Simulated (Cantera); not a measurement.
What does this Cantera script print?

```python
import numpy as np
import cantera as ct

gas_names = [...]  # 77 gases of nasa_gas.yaml made of C, H, Ti
cond_names = """
    C(gr) C6H6(L) C7H8(L) C8H18(L),n-octa Ti(a) Ti(b) Ti(L) TiC(s) TiC(L)
""".split()


# ... load() reads the species with a 1 bar reference pressure and builds the phases ...
atoms = {
    'TiC': {'Ti': 1, 'C': 1},
    'C': {'C': 1},
    'H2': {'H': 2},
}
top_T = {'C(gr)': 4500}  # K; cautious upper limits of use, not melting points


# ... equilibrate(T, P, feed) seeds the gas with the atoms and calls Mixture.equilibrate('TP', solver="vcs", rtol=1e-11, max_steps=5000) ...
results = []
T = 2673.15  # K
P = 2.7  # Pa
for m in [0.033, 0.043, 0.057, 0.074, 0.097, 0.13, 0.17, 0.22, 0.29, 0.37, 0.49]:
    feed = {'TiC': 1, 'C': m, 'H2': 0.13}  # mol
    mix = equilibrate(T, P, feed)
    results.append((T, P, feed, dict(zip(mix.species_names, mix.species_moles))))

top = {s: max(r[3][s] / sum(r[3][g] for g in gas_names) for r in results) for s in gas_names}
cols = sorted((s for s in top if top[s] > 0.0001), key=lambda s: -top[s])[:7]
seen = [c for c in cond_names if any(r[3].get(c, 0) > 1e-12 for r in results)]
print("log10 of partial pressures in bar; condensed amounts in mol")
print(f"{'n(C)':>10s}" + "".join(f"{s[:9]:>10s}" for s in cols + seen))
for T, P, feed, n in results:
    ng = sum(n[g] for g in gas_names)
    print(f"{feed['C']:10.4g}" + "".join(f"{np.log10(max(n[s] / ng * P / 1e5, 1e-99)):10.3f}" for s in cols)
          + "".join(f"{n.get(c, 0):10.4g}" for c in seen))
```

Result:

```
log10 of partial pressures in bar; condensed amounts in mol
      n(C)        Ti         H        C3         C        C2        C5        H2     C(gr)    TiC(s)
     0.033    -4.850    -5.168    -5.377    -5.868    -6.343    -7.707    -7.755         0    0.4632
     0.043    -4.852    -5.168    -5.371    -5.865    -6.339    -7.696    -7.756         0    0.4654
     0.057    -4.855    -5.168    -5.362    -5.863    -6.333    -7.682    -7.757         0    0.4682
     0.074    -4.858    -5.169    -5.352    -5.859    -6.327    -7.666    -7.758         0    0.4712
     0.097    -4.862    -5.171    -5.339    -5.855    -6.318    -7.644    -7.761         0    0.4749
      0.13    -4.868    -5.173    -5.320    -5.849    -6.305    -7.613    -7.767         0     0.479
      0.17    -4.875    -5.177    -5.299    -5.842    -6.291    -7.578    -7.775         0    0.4826
      0.22    -4.884    -5.183    -5.275    -5.834    -6.275    -7.537    -7.787         0     0.485
      0.29    -4.894    -5.194    -5.244    -5.823    -6.254    -7.485    -7.807         0    0.4853
      0.37    -4.905    -5.207    -5.212    -5.813    -6.233    -7.432    -7.834         0     0.482
      0.49    -4.905    -5.207    -5.212    -5.813    -6.233    -7.432    -7.834    0.1192    0.4819
```

Equilibrium computed with Cantera from the NASA thermochemical tables; the gas is ideal and each condensed phase is pure. TiC: taken at fixed stoichiometry.
